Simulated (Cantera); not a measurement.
Low-pressure radical oxidation in H2/O2

A perfectly stirred reactor is fed with 6.89 % H2, 93.1 % O2, at 1800 Pa; it is held at 1348 K, and followed from long to short residence time.

Computed with Cantera and the H2/O2 subset of GRI-Mech 3.0, which has no nitrogen chemistry. Radical loss at walls, strong at low pressure, is not modelled. The temperature is held fixed by assumption; the heat of reaction is taken as removed at once.

```tsv
τ (s)	x H2	x O2	x HO2	x H	x H2O2	x O	x H2O
5.0	6.21e-5	0.927	7.27e-7	4.75e-5	3.63e-8	0.00121	0.0706
2.2	0.000105	0.926	1.04e-6	0.000107	4.71e-8	0.00207	0.0703
0.96	0.000176	0.924	1.45e-6	0.000240	5.99e-8	0.00354	0.0698
0.42	0.000291	0.921	1.92e-6	0.000524	7.40e-8	0.00597	0.0692
0.19	0.000464	0.917	2.42e-6	0.00107	8.80e-8	0.00960	0.0682
0.082	0.000740	0.911	2.93e-6	0.00216	1.02e-7	0.0152	0.0666
0.036	0.00112	0.903	3.36e-6	0.00389	1.13e-7	0.0224	0.0646
0.016	0.00164	0.894	3.66e-6	0.00610	1.21e-7	0.0298	0.0621
0.0070	0.00240	0.887	3.87e-6	0.00837	1.30e-7	0.0357	0.0594
0.0031	0.00370	0.884	4.01e-6	0.0102	1.44e-7	0.0382	0.0566
0.0013	0.00647	0.884	4.12e-6	0.0116	1.68e-7	0.0371	0.0525
```
x: mole fraction; the columns are a selection and need not sum to one.
